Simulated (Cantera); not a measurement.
Input (Python, Cantera) and output of one run.

```python
import numpy as np
import cantera as ct

gas_names = """
    C CO COS CO2 CS CS2 C2 C2O C3 C3O2 C4 C5 Mg MgO MgS Mg2 O O2 O3 S SO SO2 SO3 S2 S2O S8
""".split()
cond_names = """
    C(gr) Mg(cr) Mg(L) MgCO3(s) MgO(s) MgO(L) MgS(s) MgSO4(s) MgSO4(L) S(cr1) S(cr2) S(L)
""".split()


def load(file, names, dense=False):
    # The tables refer to 1 bar. Condensed volumes are neglected.
    table = {s.name: s for s in ct.Species.list_from_file(file)}
    out = []
    for n in names:
        d = dict(table[n].input_data)
        d["thermo"] = dict(d["thermo"], **{"reference-pressure": 1e5})
        if dense:
            d["equation-of-state"] = {"model": "constant-volume", "density": "1e6 g/cm^3"}
        out.append(ct.Species.from_dict(d))
    return out


gas = ct.Solution(thermo="ideal-gas", species=load("nasa_gas.yaml", gas_names))
cond = {s.name: ct.Solution(thermo="fixed-stoichiometry", species=[s], name=s.name)
        for s in load("nasa_condensed.yaml", cond_names, dense=True)}
atoms = {
    'MgSO4': {'Mg': 1, 'S': 1, 'O': 4},
    'CO2': {'C': 1, 'O': 2},
}
top_T = {'C(gr)': 4500, 'MgS(s)': 2250}  # K; cautious upper limits of use, not melting points


def equilibrate(T, P, feed):
    n = {}
    for name, mol in feed.items():
        for a, k in atoms[name].items():
            n[a] = n.get(a, 0.0) + k * mol
    gas.TPX = T, P, n
    mass = sum(n.values()) * gas.mean_molecular_weight
    gas.equilibrate("TP")
    valid = [c for c in cond.values() if c.min_temp <= T <= top_T.get(c.name, c.max_temp)]
    mix = ct.Mixture([(gas, mass / gas.mean_molecular_weight)] + [(c, 0.0) for c in valid])
    mix.T, mix.P = T, P
    mix.equilibrate("TP", solver="vcs", rtol=1e-11, max_steps=5000)
    return mix


results = []
feed = {'MgSO4': 1, 'CO2': 0.03}  # mol
P = 1000  # Pa
for T in [723, 798, 873, 948, 1023, 1098, 1173, 1248, 1323, 1398, 1473, 1548]:
    mix = equilibrate(T, P, feed)
    results.append((T, P, feed, dict(zip(mix.species_names, mix.species_moles))))

top = {s: max(r[3][s] / sum(r[3][g] for g in gas_names) for r in results) for s in gas_names}
cols = sorted((s for s in top if top[s] > 1e-06), key=lambda s: -top[s])[:7]
seen = [c for c in cond_names if any(r[3].get(c, 0) > 1e-12 for r in results)]
print("log10 of partial pressures in bar; condensed amounts in mol")
print(f"{'T/K':>10s}" + "".join(f"{s[:9]:>10s}" for s in cols + seen))
for T, P, feed, n in results:
    ng = sum(n[g] for g in gas_names)
    print(f"{T:10.4g}" + "".join(f"{np.log10(max(n[s] / ng * P / 1e5, 1e-99)):10.3f}" for s in cols)
          + "".join(f"{n.get(c, 0):10.4g}" for c in seen))
```

Result:

```
log10 of partial pressures in bar; condensed amounts in mol
       T/K       CO2       SO2        O2       SO3         O        SO        CO    MgO(s)  MgSO4(s)
       723    -2.000    -8.656    -8.957   -10.912   -19.327   -21.951   -13.403 6.662e-09         1
       798    -2.000    -6.931    -7.232    -8.994   -16.755   -19.033   -12.341 3.545e-07         1
       873    -2.000    -5.509    -5.810    -7.413   -14.627   -16.620   -11.460 9.415e-06         1
       948    -2.003    -4.317    -4.618    -6.090   -12.836   -14.592   -10.720  0.000148    0.9999
      1023    -2.034    -3.306    -3.607    -4.967   -11.310   -12.864   -10.114  0.001639    0.9984
      1098    -2.354    -2.438    -2.739    -4.004    -9.994   -11.375    -9.884   0.02542    0.9746
      1173    -3.705    -2.190    -2.491    -3.928    -9.100   -10.332   -10.500         1         0
      1248    -3.706    -2.188    -2.489    -4.184    -8.421    -9.522    -9.748         1         0
      1323    -3.707    -2.186    -2.487    -4.411    -7.819    -8.804    -9.082         1         0
      1398    -3.707    -2.186    -2.487    -4.613    -7.281    -8.164    -8.487         1         0
      1473    -3.707    -2.185    -2.486    -4.795    -6.797    -7.589    -7.953         1         0
      1548    -3.707    -2.185    -2.486    -4.959    -6.361    -7.071    -7.472         1         0
```

These are equilibrium values from Cantera (NASA tables, ideal gas, pure condensed phases), not measurements of a reactor. Mutual solubility and eutectic melting of coexisting phases are not modelled.
